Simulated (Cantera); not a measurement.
Input (Python, Cantera) and output of one run.

```python
import numpy as np
import cantera as ct

gas_names = """
    C CO CO2 C2 C2O C3 C3O2 C4 C5 Mg MgO Mg2 O O2 O3
""".split()
cond_names = """
    C(gr) Mg(cr) Mg(L) MgCO3(s) MgO(s) MgO(L)
""".split()


# ... load() reads the species with a 1 bar reference pressure and builds the phases ...
atoms = {
    'MgCO3': {'Mg': 1, 'C': 1, 'O': 3},
    'CO2': {'C': 1, 'O': 2},
}
top_T = {'C(gr)': 4500}  # K; cautious upper limits of use, not melting points


# ... equilibrate(T, P, feed) seeds the gas with the atoms and calls Mixture.equilibrate('TP', solver="vcs", rtol=1e-11, max_steps=5000) ...
results = []
feed = {'MgCO3': 1, 'CO2': 0.046}  # mol
P = 580000  # Pa
for T in [623, 673, 723, 773, 823, 873, 923, 973]:
    mix = equilibrate(T, P, feed)
    results.append((T, P, feed, dict(zip(mix.species_names, mix.species_moles))))

top = {s: max(r[3][s] / sum(r[3][g] for g in gas_names) for r in results) for s in gas_names}
cols = sorted((s for s in top if top[s] > 0.001), key=lambda s: -top[s])[:7]
seen = [c for c in cond_names if any(r[3].get(c, 0) > 1e-12 for r in results)]
print("log10 of partial pressures in bar; condensed amounts in mol")
print(f"{'T/K':>10s}" + "".join(f"{s[:9]:>10s}" for s in cols + seen))
for T, P, feed, n in results:
    ng = sum(n[g] for g in gas_names)
    print(f"{T:10.4g}" + "".join(f"{np.log10(max(n[s] / ng * P / 1e5, 1e-99)):10.3f}" for s in cols)
          + "".join(f"{n.get(c, 0):10.4g}" for c in seen))
```

It prints:

```
log10 of partial pressures in bar; condensed amounts in mol
       T/K       CO2  MgCO3(s)    MgO(s)
       623     0.763         1         0
       673     0.763         1         0
       723     0.763         1         0
       773     0.763         0         1
       823     0.763         0         1
       873     0.763         0         1
       923     0.763         0         1
       973     0.763         0         1
```

Equilibrium computed with Cantera from the NASA thermochemical tables; the gas is ideal and each condensed phase is pure.
